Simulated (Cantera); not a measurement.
Input: 1 mol Fe(CO)5, 1.1 mol H2, held at 1277 °C.

Method: chemical equilibrium by Gibbs-energy minimisation in Cantera with the NASA 1993 tables (ideal gas, pure condensed phases). Candidate condensed phases: C, C6H6, C7H8, C8H18, Fe, Fe(CO)5, FeO, Fe(OH)2, Fe(OH)3, Fe2O3, Fe3O4, H2O; 114 gas species. Rates play no part.

Problem. At 0.000100 bar, list the 4 most abundant gas species with their mole fractions, and the condensed phases.

Solution. CO 0.816, H2 0.179, Fe 0.00419, H 0.00133. Condensed: Fe(γ).
